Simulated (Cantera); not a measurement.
Cantera run, input and output.

```python
import numpy as np
import cantera as ct

gas = ct.Solution("gri30.yaml")
gas.TPX = 1823, 1333, {'NO': 1, 'N2': 0.69}
inlet = ct.Reservoir(gas, clone=True)

reactor = ct.IdealGasConstPressureReactor(gas, energy="off", clone=False)
exhaust = ct.Reservoir(gas, clone=True)
tau = [7.8, 2.7, 0.93, 0.32, 0.11, 0.038, 0.013, 0.0045, 0.0015][0]
for a, b in ((inlet, reactor), (reactor, exhaust)):
    ct.MassFlowController(a, b, mdot=lambda t: reactor.mass / tau)
net = ct.ReactorNet([reactor])
show = ['NO', 'O', 'NO2', 'N2O', 'N2']

rows = []
print(f"{'tau/s':>10s}{'T/K':>9s}" + "".join(f"{s:>11s}" for s in show))
for tau in [7.8, 2.7, 0.93, 0.32, 0.11, 0.038, 0.013, 0.0045, 0.0015]:
    net.initial_time = 0.0
    net.advance(30 * tau)
    before = gas.X
    net.advance(40 * tau)
    drift = np.max(np.abs(gas.X - before) / (gas.X + 1e-9))
    rows.append([gas.T, *gas[show].X, drift])
    print(f"{tau:10.3e}{gas.T:9.1f}" + "".join(f"{x:11.3e}" for x in gas[show].X))
```

Output:

```
     tau/s      T/K         NO          O        NO2        N2O         N2
 7.800e+00   1823.0  5.585e-01  2.380e-04  4.075e-05  1.008e-04  4.247e-01
 2.700e+00   1823.0  5.806e-01  1.874e-04  2.760e-05  1.117e-04  4.137e-01
 9.300e-01   1823.0  5.880e-01  1.603e-04  2.132e-05  1.104e-04  4.100e-01
 3.200e-01   1823.0  5.905e-01  1.348e-04  1.770e-05  9.681e-05  4.088e-01
 1.100e-01   1823.0  5.913e-01  9.531e-05  1.327e-05  6.897e-05  4.084e-01
 3.800e-02   1823.0  5.916e-01  4.731e-05  6.544e-06  3.687e-05  4.083e-01
 1.300e-02   1823.0  5.917e-01  1.709e-05  1.632e-06  1.536e-05  4.083e-01
 4.500e-03   1823.0  5.917e-01  5.915e-06  2.688e-07  5.722e-06  4.083e-01
 1.500e-03   1823.0  5.917e-01  1.978e-06  3.401e-08  1.959e-06  4.083e-01
```

Computed with Cantera and GRI-Mech 3.0 (53 species, 325 reactions). Radical loss at walls, strong at low pressure, is not modelled.
